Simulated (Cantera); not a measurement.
Input: 1 mol PbO, 0.04 mol H₂, 0.35 mol N₂, equilibrated at 0.0450 bar.

These are equilibrium values from Cantera (NASA tables, ideal gas, pure condensed phases), not measurements of a reactor. Candidate condensed phases: H₂O, Pb, PbO, PbO₂, Pb₃O₄; 27 gas species. Each liquid is taken as pure. Mutual solubility and eutectic melting of coexisting phases are not modelled. Gases not in the tables: (PbO)n polymers. Equilibrium is a limit: real reactors are often held back by kinetics, nucleation or transport.

Question: Which condensed phases are stable at each of these points (T (K)): 823, 898, 973, 1048, 1123, 1198, 1273, 1348, 1423, 1498, 1573?

Answer: 
```tsv
T (K)	condensed phases	Pb condensed (%)
823	Pb(l) + PbO(yellow)	100.0
898	Pb(l) + PbO(yellow)	100.0
973	Pb(l) + PbO(yellow)	100.0
1048	Pb(l) + PbO(yellow)	100.0
1123	Pb(l) + PbO(yellow)	99.8
1198	Pb(l) + PbO(l)	99.4
1273	Pb(l) + PbO(l)	98.1
1348	PbO(l)	95.0
1423	PbO(l)	92.8
1498	PbO(l)	85.4
1573	PbO(l)	43.0
```

From 823 K to 1123 K the condensed part is Pb(l) + PbO(yellow). From 1198 K to 1273 K the condensed part is Pb(l) + PbO(l). From 1348 K to 1573 K the condensed part is PbO(l).
